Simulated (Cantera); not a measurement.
Input: 1 mol MgO, 4.1 mol CH4, 0.52 mol CO, held at 2575 K and 0.0100 bar.

Method: chemical equilibrium by Gibbs-energy minimisation in Cantera with the NASA 1993 tables (ideal gas, pure condensed phases). Candidate condensed phases: C, C6H6, C7H8, C8H18, H2O, Mg, MgCO3, MgO, Mg(OH)2; 116 gas species. The tables' values for MgH are old estimates; treat these amounts as uncertain. Equilibrium is a limit: real reactors are often held back by kinetics, nucleation or transport.

Base state: H2 0.533, H 0.253, CO 0.124, Mg 0.0813, C2H2 (acetylene) 0.00784, C2H 0.000312, C3 0.000154, MgH 0.000122 (mole fractions); condensed: C(graphite).

Question: What changes in the equilibrium state with this change: temperature from 2575 K to 2250 K?

Answer: 
| species | before | after |
|---|---|---|
| H2 | 0.533 | 0.707 |
| CO | 0.124 | 0.137 |
| Mg | 0.0813 | 0.0902 |
| H | 0.253 | 0.0625 |
| C2 | 1.44e-5 | 5.72e-8 |
| C3 | 0.000154 | 6.50e-7 |
| C | 4.53e-5 | 3.64e-7 |
| C2H | 0.000312 | 8.30e-6 |
| C4H2 | 4.77e-5 | 3.24e-6 |
| C(graphite), mol | 2.89 | 3.05 |

Question: What changes in the equilibrium state with this change: CH4 from 4.1 to 0.63 mol?

Answer: 
| species | before | after |
|---|---|---|
| CO | 0.124 | 0.293 |
| Mg | 0.0813 | 0.265 |
| H2 | 0.533 | 0.192 |
| CO2 | <1e-9 | 0.0150 |
| OH | 1.43e-9 | 0.0112 |
| H2O | 1.34e-8 | 0.0630 |
| H | 0.253 | 0.152 |
| C2H2 (acetylene) | 0.00784 | <1e-9 |
| O | <1e-9 | 0.00577 |
| MgO | <1e-9 | 0.00133 |
| MgOH | <1e-9 | 0.00110 |
| C(graphite), mol | 2.89 | 0 |
